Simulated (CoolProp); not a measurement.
C3F8 (R218) along the isobar 10.3 MPa: density (kg/m³) from the reference equation and from simpler models built on Tc = 345.0 K, pc = 2.640 MPa, ω = 0.317; each cubic takes its own stable root.

Model: reference Helmholtz-energy equation of state, Lemmon 2006, in CoolProp. It is a short technical equation, of lower accuracy than the large ones.

| T (K) | phase | reference |
|---|---|---|
| 180.5 | liquid | 1838 |
| 209.4 | liquid | 1744 |
| 238.2 | liquid | 1648 |
| 267 | liquid | 1548 |
| 295.8 | liquid | 1441 |
| 324.7 | liquid | 1322 |
| 353.5 | supercritical | 1189 |
| 382.3 | supercritical | 1040 |
| 411.2 | supercritical | 884.9 |
| 440 | supercritical | 744.8 |

### Question
How far does each simpler model (Redlich-Kwong, Peng-Robinson) lie from the reference over these 10 states: mean and median of the absolute difference, and the worst?

### Answer
- Redlich-Kwong: mean 5.2 %, median 6.1 %, worst -7.4 % at 180.5 K and 10.3 MPa
- Peng-Robinson: mean 5.3 %, median 6.5 %, worst +8.7 % at 267 K and 10.3 MPa
